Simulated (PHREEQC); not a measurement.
0.011 g of hydrous ferric oxide (600 m²/g; 0.2 weak and 0.005 strong sites per Fe, Dzombak-Morel constants, diffuse double layer) in 1 kg of water with 0.05 mol/kgw of an inert sodium salt, at 25 °C; the pH is set by adding NaOH or the inert anion's acid. Oxygen is held at 0.21 atm. The system is closed to CO2. Precipitation was switched off in this run.

Computed with PHREEQC (ion-association model, wateq4f.dat).

| pH | surface charge σ (C/m²) | surface potential ψ (mV) |
|---|---|---|
| 3 | 0.357 | 169 |
| 3.38 | 0.342 | 167 |
| 3.75 | 0.317 | 164 |
| 4.12 | [?] | 158 |
| 4.5 | 0.238 | 149 |
| 4.88 | [?] | 139 |
| 5.25 | 0.154 | [?] |
| 5.62 | [?] | [?] |
| 6 | 0.089 | 99 |
| 6.38 | 0.064 | 84 |
| 6.75 | [?] | 67 |
| 7.12 | 0.030 | [?] |
| 7.5 | 0.017 | 31 |
| 7.88 | [?] | 12 |
| 8.25 | -0.004 | -7 |
| 8.62 | -0.014 | -26 |
| 9 | -0.026 | -45 |

### Question
Fill in the missing entries.

### Answer

- 4.12, surface charge σ (C/m²): 0.281
- 4.88, surface charge σ (C/m²): 0.194
- 5.25, surface potential ψ (mV): 127
- 5.62, surface charge σ (C/m²): 0.119
- 5.62, surface potential ψ (mV): 114
- 6.75, surface charge σ (C/m²): 0.045
- 7.12, surface potential ψ (mV): 50
- 7.88, surface charge σ (C/m²): 0.006

The oxide is taken as insoluble; below pH 4 it would dissolve.
